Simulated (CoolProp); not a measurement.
Vapour-liquid equilibrium of R22 (1) + R123 (2) at 0.00518 MPa; x and y are mole fractions of (1).

The numbers come from the multi-fluid Helmholtz-energy mixture model, Kamei 1995 and Younglove 1994; pair parameters Bell 2016 in CoolProp.

```tsv
x	bubble temperature (K)	y at the bubble point	dew temperature at overall composition x (K)	liquid density (mol/L)
0.05	224.4	0.644	238.1	10.93
0.15	209.4	0.904	236.4	11.61
0.25	201.6	0.958	234.6	12.22
0.35	196.6	0.978	232.5	12.84
0.45	193.2	0.987	230.2	13.47
0.55	190.8	0.991	227.5	14.14
0.65	188.8	0.994	224.2	14.85
0.75	187.3	0.996	220.0	15.61
0.85	185.9	0.998	214.1	16.44
0.95	184.7	0.999	203.1	17.35
```

No azeotrope shows between x = 0.05 and 0.95.

The pair parameters rest on a limited set of measurements; away from them the model extrapolates. The gap from Raoult's law changes sign with composition, which may be real or a fault of the pair parameters; it wasn't checked against measurements.
